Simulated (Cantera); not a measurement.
Cantera with NASA thermochemical tables; ideal gases at 1 bar, condensed phases pure. Values are per mole of reaction as written; species without (g) are pure solids or liquids, kept so even where they would boil at 1 bar.

2 Cl₂(g) + 2 CaO → O₂(g) + 2 CaCl₂, with ΔH° = -321.4 kJ and ΔS° = -108.1 J/K at 300 K.

**Question.** How far is the shortcut ΔG° ≈ ΔH°(300 K) − T·ΔS°(300 K) from the full temperature-dependent value at 1673, 1773, 1873, 1973, 2073, 2173, 2273, 2373 K?

**Answer.** 
| T (K) | shortcut (kJ) | full (kJ) | difference (kJ) | difference in log10 K | condensed phases |
|---|---|---|---|---|---|
| 1673 | -140.5 | -207.2 | 66.7 | -2.08 | CaO(s), CaCl₂(l) |
| 1773 | -129.7 | -206.8 | 77.1 | -2.27 | CaO(s), CaCl₂(l) |
| 1873 | -118.9 | -206.7 | 87.8 | -2.45 | CaO(s), CaCl₂(l) |
| 1973 | -108.1 | -206.8 | 98.7 | -2.61 | CaO(s), CaCl₂(l) |
| 2073 | -97.3 | -207.2 | 109.9 | -2.77 | CaO(s), CaCl₂(l) |
| 2173 | -86.5 | -207.8 | 121.4 | -2.92 | CaO(s), CaCl₂(l) |
| 2273 | -75.7 | -208.7 | 133.0 | -3.06 | CaO(s), CaCl₂(l) |
| 2373 | -64.9 | -209.7 | 144.9 | -3.19 | CaO(s), CaCl₂(l) |
The shortcut ignores heat capacities and the phase changes listed.
